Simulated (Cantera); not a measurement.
A closed system holds: 1 mol Si2Cl6, 160 mol N2, held at 8.20 mbar.

These are equilibrium values from Cantera (NASA tables, ideal gas, pure condensed phases), not measurements of a reactor. Candidate condensed phases: Si, Si3N4; 13 gas species. The feed counts by its element totals alone. N2 is the only nitrogen source here; it is nearly inert below about 1500 K, so the nitride shown seldom forms there in practice. Equilibrium is a limit: real reactors are often held back by kinetics, nucleation or transport.

### Question
Which condensed phases are stable at each of these points (T (°C)): 775, 850, 925, 1000, 1075, 1150, 1225, 1300, 1375?

### Answer
```csv
T (°C),condensed phases,Si condensed (%)
775,Si3N4(s),24.9
850,Si3N4(s),24.5
925,Si3N4(s),22.9
1000,Si3N4(s),17.1
1075,Si3N4(s),1.3
1150,gas only,0.0
1225,gas only,0.0
1300,gas only,0.0
1375,gas only,0.0
```

From 775 °C to 1075 °C the condensed part is Si3N4(s). From 1150 °C to 1375 °C nothing is condensed.
